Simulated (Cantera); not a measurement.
## Reactions in the system B-Cl-H-O

Standard-state values (1 bar) from the NASA 1993 polynomials, evaluated with Cantera. Values are per mole of reaction as written; species without (g) are pure solids or liquids, kept so even where they would boil at 1 bar.

H2(g) + 3 Cl2(g) + 2 HBO2(g) ⇌ 4 OH(g) + 2 BCl3(g)

```csv
T (K),ΔH° (kJ),ΔS° (J/K),ΔG° (kJ),log10 K
1050,484.5,58.7,422.9,-21.04
1100,484.8,59.0,419.9,-19.94
1150,485.1,59.3,417.0,-18.94
1200,485.4,59.5,414.0,-18.02
1250,485.7,59.8,411.0,-17.17
1300,485.9,59.9,408.0,-16.39
1350,486.2,60.1,405.0,-15.67
```

3 Cl(g) + B2O2(g) + H(g) ⇌ BCl3(g) + HBO2(g)

```
T (K)  ΔH° (kJ)  ΔS° (J/K)  ΔG° (kJ)  log10 K
-----  --------  ---------  --------  -------
1050    -1109.6     -359.5    -732.1    36.42
1100    -1110.5     -360.3    -714.1    33.91
1150    -1111.4     -361.1    -696.1    31.62
1200    -1112.2     -361.8    -678.0    29.51
1250    -1113.0     -362.5    -659.9    27.58
1300    -1113.8     -363.1    -641.8    25.79
1350    -1114.5     -363.7    -623.6    24.13
```
